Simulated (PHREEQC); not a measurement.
Solution (90 °C): 0.23 mol/kgw KOH and 0.00014 mol/kgw H4SiO4. Closed to the air; pH follows from the charge balance.

Model: ion-association model, phreeqc.dat, run in PHREEQC.

No solid was allowed to form.

**Question.** Order these Si species by the share of Si that they hold, largest first: H4SiO4, H2SiO4-2, H3SiO4-.

**Answer.** H2SiO4-2 (56 %), H3SiO4- (44 %), H4SiO4 (0.11 %)

The pH is 11.59 and the ionic strength 0.230 mol/kgw. Constants without temperature data keep their 25 °C values here.
